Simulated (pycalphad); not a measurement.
Computed with pycalphad from the COST 507 light-alloy database (1999), at 1 atm. The database dates from 1999; later assessments differ in places, in temperatures and in the compounds included. Diffusion is slow at the low end, where real alloys seldom reach equilibrium.

Problem. Which phases does Fe-22 at.% Ti hold at 1024 °C, with what compositions and amounts?

Solution. bcc with 5.6 at.% Ti and LAVES_C14 with 27.2 at.% Ti. The lever rule gives (22 − 5.6)/(27.2 − 5.6) = 0.76 of LAVES_C14 and 0.24 of bcc.

Problem. Which phases does Fe-44 at.% Ti hold at 694 °C, with what compositions and amounts?

Solution. LAVES_C14 with 35.3 at.% Ti and FETI with 50.0 at.% Ti. The lever rule gives (44 − 35.3)/(50.0 − 35.3) = 0.59 of FETI and 0.41 of LAVES_C14.

Problem. Which phases does Fe-78 at.% Ti hold at 1134 °C, with what compositions and amounts?

Solution. liquid with 74.5 at.% Ti and bcc with 81.5 at.% Ti. The lever rule gives (78 − 74.5)/(81.5 − 74.5) = 0.50 of bcc and 0.50 of liquid.

Problem. Which phases does Fe-45 at.% Ti hold at 392 °C, with what compositions and amounts?

Solution. LAVES_C14 with 34.3 at.% Ti and FETI with 50.0 at.% Ti. The lever rule gives (45 − 34.3)/(50.0 − 34.3) = 0.68 of FETI and 0.32 of LAVES_C14.

Database names, with the compositions (at.%) that they take in these runs: LAVES_C14: Fe 63-73 Ti 27-37; FETI: Fe 50 Ti 50.
